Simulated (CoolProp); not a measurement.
A single-stage vapour-compression cycle with R407C: evaporating at 209.15 K (dew point), condensing at 275.15 K (bubble point), superheat 2 K, subcooling 5 K, compressor efficiency 0.85, no pressure losses. Each further row changes one setting.

Model: reference Helmholtz-energy equation of state, Lemmon 2003, in CoolProp. It is a pseudo-pure fit of the blend.

| case | cooling COP | pressure ratio | discharge temperature (K) | refrigerating effect (kJ/kg) | volumetric capacity (kJ/m³) |
|---|---|---|---|---|---|
| as stated | 1.83 | 28.3 | 343.3 | 179 | 191 |
| evaporating temperature 214.15 K | 2.07 | 20.5 | 336.3 | 182 | 262 |
| condensing temperature 270.15 K | 2.02 | 24.0 | 336.2 | 186 | 198 |
| subcooling 10 K | 1.90 | 28.3 | 343.3 | 186 | 198 |
| superheat 12 K | 1.82 | 28.3 | 355.3 | 186 | 189 |
| compressor efficiency 0.75 | 1.62 | 28.3 | 356.9 | 179 | 191 |
